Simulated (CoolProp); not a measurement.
A closed Brayton cycle with carbon dioxide: compressor inlet 320.15 K and 9.9 MPa, high pressure 33.4 MPa, turbine inlet 880 K, compressor efficiency 0.85, turbine efficiency 0.9, recuperator effectiveness 0.9 (on enthalpy, no pinch check). Each further row changes one setting.

The numbers come from the reference Helmholtz-energy equation of state, Span 1996 in CoolProp.

```tsv
case	thermal efficiency (%)	net work (kJ/kg)	compressor to turbine work	compressor exit (K)	turbine exit (K)
as stated	[?]	120	0.29	389.1	729.0
turbine inlet 830 K	[?]	[?]	0.31	389.1	[?]
compressor inlet 330.15 K	[?]	106	0.37	[?]	729.0
high pressure 28.4 MPa	36.3	108	0.27	379.3	[?]
recuperator effectiveness 0.5	[?]	120	0.29	389.1	729.0
```

### Question
Complete the blanks.

### Answer

- as stated, thermal efficiency (%): 37.5
- turbine inlet 830 K, thermal efficiency (%): 35.9
- turbine inlet 830 K, net work (kJ/kg): 109
- turbine inlet 830 K, turbine exit (K): 684.2
- compressor inlet 330.15 K, thermal efficiency (%): 35.8
- compressor inlet 330.15 K, compressor exit (K): 423.3
- high pressure 28.4 MPa, turbine exit (K): 748.4
- recuperator effectiveness 0.5, thermal efficiency (%): 25.0
